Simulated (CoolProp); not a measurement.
Properties of sulfur hexafluoride along the isobar 5.2 MPa (Tc = 318.7 K, pc = 3.755 MPa, ω = 0.210).

Values from CoolProp's reference Helmholtz-energy equation of state, Guder 2009.

| T (K) | phase | density (kg/m³) | isothermal compressibility (1/MPa) | conductivity (mW/(m K)) | Prandtl number | fugacity coefficient |
|---|---|---|---|---|---|---|
| 236.9 | liquid | 1806 | 0.003095 | 75.9 | 4.13 | 0.08371 |
| 274.7 | liquid | 1601 | 0.007289 | 65.3 | 3.08 | 0.2386 |
| 312.5 | liquid | 1290 | 0.03541 | 52.3 | 2.61 | 0.4741 |
| 350.3 | supercritical | 470.6 | 0.3956 | 28.7 | 1.36 | 0.6816 |
| 388.1 | supercritical | 315.5 | 0.2590 | 25.8 | 0.944 | 0.7819 |
| 426 | supercritical | 256.4 | 0.2270 | 27.5 | 0.852 | 0.8467 |
| 463.8 | supercritical | 221.1 | 0.2126 | 29.9 | 0.801 | 0.8917 |
| 501.6 | supercritical | 196.4 | 0.2045 | 32.7 | 0.766 | 0.9241 |
| 539.4 | supercritical | 177.8 | 0.1994 | 35.6 | 0.739 | 0.9480 |
| 577.2 | supercritical | 163.1 | 0.1960 | 38.4 | 0.721 | 0.9659 |

Viscosity comes from a separate model (Quiñones-Cisneros 2012). Thermal conductivity comes from a separate model (Assael 2012).
